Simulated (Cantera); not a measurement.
Charge: 1 mol B2H6, 0.16 mol NH3, 12 mol H2, 0.38 mol H2O, held at 1.00 bar.

Equilibrium computed with Cantera from the NASA thermochemical tables; the gas is ideal and each condensed phase is pure. Candidate condensed phases: B, BN, B2O3, B3O3H3, H2O; 39 gas species. The feed counts by its element totals alone. Mutual solubility and eutectic melting of coexisting phases are not modelled. Equilibrium is a limit: real reactors are often held back by kinetics, nucleation or transport.

Task: Which condensed phases are stable at each of these points (T (K)): 800, 900, 1000, 1100, 1200, 1300, 1400, 1500, 1600?

Result: 
| T (K) | condensed phases | B condensed (%) |
|---|---|---|
| 800 | B(s) + BN(s) + B2O3(l) | 90.2 |
| 900 | B(s) + BN(s) + B2O3(l) | 87.7 |
| 1000 | B(s) + BN(s) + B2O3(l) | 85.9 |
| 1100 | B(s) + BN(s) + B2O3(l) | 84.8 |
| 1200 | B(s) + BN(s) + B2O3(l) | 84.1 |
| 1300 | B(s) + BN(s) + B2O3(l) | 83.7 |
| 1400 | B(s) + BN(s) + B2O3(l) | 83.0 |
| 1500 | B(s) + BN(s) + B2O3(l) | 81.1 |
| 1600 | B(s) + BN(s) | 81.3 |

From 800 K to 1500 K the condensed part is B(s) + BN(s) + B2O3(l). At 1600 K the condensed part is B(s) + BN(s).
